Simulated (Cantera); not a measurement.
What does this Cantera script print?

```python
import numpy as np
import cantera as ct

gas_names = """
    B BH BH2 BH3 BN BO BO2 B2 B2O B2O2 B2O3 B3O3H3 H HBO HBO2 HNO HNO2 HNO3 HO2 H2 H2O H2O2 H3B3O6 N NH
    NH2 NH3 NH2OH NO NO2 NO3 N2 N2H2 N2H4 N2O O OH O2 O3
""".split()
cond_names = """
    B(b) B(L) BN(s) B2O3(L) B3O3H3(cr) H2O(s) H2O(L)
""".split()


def load(file, names, dense=False):
    # The tables refer to 1 bar. Condensed volumes are neglected.
    table = {s.name: s for s in ct.Species.list_from_file(file)}
    out = []
    for n in names:
        d = dict(table[n].input_data)
        d["thermo"] = dict(d["thermo"], **{"reference-pressure": 1e5})
        if dense:
            d["equation-of-state"] = {"model": "constant-volume", "density": "1e6 g/cm^3"}
        out.append(ct.Species.from_dict(d))
    return out


gas = ct.Solution(thermo="ideal-gas", species=load("nasa_gas.yaml", gas_names))
cond = {s.name: ct.Solution(thermo="fixed-stoichiometry", species=[s], name=s.name)
        for s in load("nasa_condensed.yaml", cond_names, dense=True)}
atoms = {
    'B2O3': {'B': 2, 'O': 3},
    'NH3': {'N': 1, 'H': 3},
}
top_T = {'BN(s)': 3200}  # K; cautious upper limits of use, not melting points


def equilibrate(T, P, feed):
    n = {}
    for name, mol in feed.items():
        for a, k in atoms[name].items():
            n[a] = n.get(a, 0.0) + k * mol
    gas.TPX = T, P, n
    mass = sum(n.values()) * gas.mean_molecular_weight
    gas.equilibrate("TP")
    valid = [c for c in cond.values() if c.min_temp <= T <= top_T.get(c.name, c.max_temp)]
    mix = ct.Mixture([(gas, mass / gas.mean_molecular_weight)] + [(c, 0.0) for c in valid])
    mix.T, mix.P = T, P
    mix.equilibrate("TP", solver="vcs", rtol=1e-11, max_steps=5000)
    return mix


results = []
feed = {'B2O3': 1, 'NH3': 1.6}  # mol
P = 600  # Pa
for T in [1500, 1575, 1650, 1725, 1800, 1875, 1950, 2025, 2100, 2175, 2250, 2325, 2400]:
    mix = equilibrate(T, P, feed)
    results.append((T, P, feed, dict(zip(mix.species_names, mix.species_moles))))

top = {s: max(r[3][s] / sum(r[3][g] for g in gas_names) for r in results) for s in gas_names}
cols = sorted((s for s in top if top[s] > 1e-06), key=lambda s: -top[s])[:5]
seen = [c for c in cond_names if any(r[3].get(c, 0) > 1e-12 for r in results)]
print("log10 of partial pressures in bar; condensed amounts in mol")
print(f"{'T/K':>10s}" + "".join(f"{s[:9]:>10s}" for s in cols + seen))
for T, P, feed, n in results:
    ng = sum(n[g] for g in gas_names)
    print(f"{T:10.4g}" + "".join(f"{np.log10(max(n[s] / ng * P / 1e5, 1e-99)):10.3f}" for s in cols)
          + "".join(f"{n.get(c, 0):10.4g}" for c in seen))
```

Result:

```
log10 of partial pressures in bar; condensed amounts in mol
       T/K        H2        N2      B2O3         H        BO     BN(s)   B2O3(L)
      1500    -2.355    -2.829    -4.664    -5.932    -6.690  0.004155    0.9645
      1575    -2.370    -2.838    -4.031    -5.566    -5.917         0    0.8952
      1650    -2.411    -2.867    -3.459    -5.247    -5.322         0    0.6686
      1725    -2.510    -2.943    -2.989    -4.986    -4.816         0         0
      1800    -2.515    -2.944    -3.003    -4.703    -4.534         0         0
      1875    -2.521    -2.945    -3.019    -4.444    -4.279         0         0
      1950    -2.529    -2.948    -3.039    -4.205    -4.051         0         0
      2025    -2.540    -2.951    -3.062    -3.986    -3.848         0         0
      2100    -2.554    -2.956    -3.091    -3.783    -3.670         0         0
      2175    -2.572    -2.963    -3.128    -3.597    -3.517         0         0
      2250    -2.596    -2.972    -3.174    -3.427    -3.386         0         0
      2325    -2.628    -2.984    -3.231    -3.273    -3.276         0         0
      2400    -2.669    -2.998    -3.301    -3.133    -3.185         0         0
```

These are equilibrium values from Cantera (NASA tables, ideal gas, pure condensed phases), not measurements of a reactor. Mutual solubility and eutectic melting of coexisting phases are not modelled.
